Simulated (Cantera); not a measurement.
An isothermal, constant-pressure homogeneous reactor starts with NO : N₂ : H₂O = 1 : 10 : 0.13 (molar parts), at 2100 K and 1.00 bar.

Cantera simulation using GRI-Mech 3.0 (53 species, 325 reactions); the numbers are that mechanism's predictions, not measurements.

x: mole fraction; the columns are a selection and need not sum to one.

```tsv
t (s)	x NO	x O₂	x O	x N₂O	x NO₂	x N₂
0.000800	0.0898	1.08e-5	8.06e-6	3.80e-6	4.31e-6	0.898
0.00224	0.0897	0.000160	1.86e-5	3.53e-6	5.04e-6	0.898
0.00626	0.0892	0.000393	3.10e-5	3.38e-6	5.91e-6	0.898
0.0175	0.0880	0.000919	4.53e-5	3.29e-6	8.76e-6	0.899
0.0490	0.0849	[?]	[?]	3.11e-6	[?]	0.901
0.137	[?]	[?]	[?]	[?]	[?]	0.905
0.383	0.0560	0.0167	0.000182	1.53e-6	2.32e-5	0.915
1.07	0.0231	0.0331	0.000255	4.90e-7	1.35e-5	0.932
3.00	0.00608	0.0416	0.000285	3.03e-7	3.97e-6	0.940
```

### Question
Fill in the missing entries.

### Answer

- 0.0490, x O₂: 0.00241
- 0.0490, x O: 7.14e-5
- 0.0490, x NO₂: 1.35e-5
- 0.137, x NO: 0.0765
- 0.137, x O₂: 0.00651
- 0.137, x O: 0.000115
- 0.137, x N₂O: 2.61e-6
- 0.137, x NO₂: 1.99e-5
